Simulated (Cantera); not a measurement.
Charge: 1 mol MgF2, a varied amount of H2O, 1.2 mol H2, equilibrated at 2173.15 K and 0.728 Torr.

Equilibrium computed with Cantera from the NASA thermochemical tables; the gas is ideal and each condensed phase is pure. Candidate condensed phases: H2O, Mg, MgF2, MgO, Mg(OH)2; 31 gas species. The tables' values for MgH are old estimates; treat these amounts as uncertain. The numbers say what is thermodynamically allowed, not how fast it happens.

x: gas mole fraction; n: condensed amount in mol.

```tsv
n(H2O) (mol)	x H2O	x HF	x Mg	x H2	x H	x MgF2	x MgF	x OH	x O2	n MgO(s)
0.48	0.113	0.418	0.174	0.130	0.0559	0.0590	0.0395	0.00652	0.000726	…
0.69	0.138	0.419	0.153	0.139	0.0577	0.0485	0.0335	0.00769	0.000944	…
0.99	0.174	0.412	0.128	0.147	0.0594	0.0372	0.0269	0.00945	0.00135	…
1.4	0.224	0.395	0.103	0.152	0.0604	0.0266	0.0204	0.0120	0.00209	…
2.1	0.300	0.358	0.0758	0.150	0.0600	0.0163	0.0137	0.0161	0.00383	…
3	0.377	0.311	0.0574	0.142	0.0585	0.00982	0.00925	0.0207	0.00669	0.542
4.3	0.452	0.257	0.0443	0.132	0.0563	0.00557	0.00612	0.0259	0.0112	0.582
```

**Question.** What belongs in the gaps?

**Answer.** 
- 0.48, n MgO(s): 0.0478
- 0.69, n MgO(s): 0.140
- 0.99, n MgO(s): 0.247
- 1.4, n MgO(s): 0.356
- 2.1, n MgO(s): 0.470
